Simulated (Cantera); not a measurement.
## Reactions in the system C-H-O-Ta

Source: NASA polynomial tables (part measured, part estimated), evaluated in Cantera. Values are per mole of reaction as written; species without (g) are pure solids or liquids, kept so even where they would boil at 1 bar. TaC: taken at fixed stoichiometry.

4 O₂(g) + 4 TaC + C₂H₆(g) = C₆H₆(g) + 4 TaO₂(g)

```json
[
 {"T (K)": "300", "ΔH° (kJ)": "-60.3", "ΔS° (J/K)": "170.5", "ΔG° (kJ)": "-111.5", "log10 K": "19.41"},
 {"T (K)": "1500", "ΔH° (kJ)": "-105.4", "ΔS° (J/K)": "106.8", "ΔG° (kJ)": "-265.5", "log10 K": "9.25"},
 {"T (K)": "1650", "ΔH° (kJ)": "-112.2", "ΔS° (J/K)": "102.5", "ΔG° (kJ)": "-281.2", "log10 K": "8.90"},
 {"T (K)": "1800", "ΔH° (kJ)": "-119.6", "ΔS° (J/K)": "98.2", "ΔG° (kJ)": "-296.3", "log10 K": "8.60"},
 {"T (K)": "1950", "ΔH° (kJ)": "-127.6", "ΔS° (J/K)": "93.9", "ΔG° (kJ)": "-310.7", "log10 K": "8.32"},
 {"T (K)": "2100", "ΔH° (kJ)": "-136.3", "ΔS° (J/K)": "89.6", "ΔG° (kJ)": "-324.5", "log10 K": "8.07"},
 {"T (K)": "2250", "ΔH° (kJ)": "-145.7", "ΔS° (J/K)": "85.3", "ΔG° (kJ)": "-337.6", "log10 K": "7.84"},
 {"T (K)": "2400", "ΔH° (kJ)": "-155.9", "ΔS° (J/K)": "80.9", "ΔG° (kJ)": "-350.0", "log10 K": "7.62"},
 {"T (K)": "2550", "ΔH° (kJ)": "-166.7", "ΔS° (J/K)": "76.5", "ΔG° (kJ)": "-361.8", "log10 K": "7.41"},
 {"T (K)": "2700", "ΔH° (kJ)": "-178.2", "ΔS° (J/K)": "72.1", "ΔG° (kJ)": "-373.0", "log10 K": "7.22"},
 {"T (K)": "2850", "ΔH° (kJ)": "-190.4", "ΔS° (J/K)": "67.7", "ΔG° (kJ)": "-383.5", "log10 K": "7.03"}
]
```

2 H₂O₂(g) + C + 8 TaO₂(g) = 4 Ta₂O₅ + CH₄(g)

| T (K) | ΔH° (kJ) | ΔS° (J/K) | ΔG° (kJ) | log10 K | condensed phases |
|---|---|---|---|---|---|
| 300 | -6379.1 | -1957.0 | -5791.9 | 1008.45 | C(graphite), Ta₂O₅(s) |
| 1500 | -6144.0 | -1666.2 | -3644.8 | 126.92 | C(graphite), Ta₂O₅(s) |
| 1650 | -6107.5 | -1643.0 | -3396.6 | 107.53 | C(graphite), Ta₂O₅(s) |
| 1800 | -6070.1 | -1621.2 | -3151.8 | 91.46 | C(graphite), Ta₂O₅(s) |
| 1950 | -6031.9 | -1600.9 | -2910.2 | 77.95 | C(graphite), Ta₂O₅(s) |
| 2100 | -5505.3 | -1344.7 | -2681.4 | 66.69 | C(graphite), Ta₂O₅(l) |
| 2250 | -5440.1 | -1314.8 | -2481.9 | 57.62 | C(graphite), Ta₂O₅(l) |
| 2400 | -5375.2 | -1286.8 | -2286.8 | 49.77 | C(graphite), Ta₂O₅(l) |
| 2550 | -5310.5 | -1260.7 | -2095.8 | 42.93 | C(graphite), Ta₂O₅(l) |
| 2700 | -5246.0 | -1236.1 | -1908.6 | 36.92 | C(graphite), Ta₂O₅(l) |
| 2850 | -5181.7 | -1212.9 | -1724.9 | 31.61 | C(graphite), Ta₂O₅(l) |
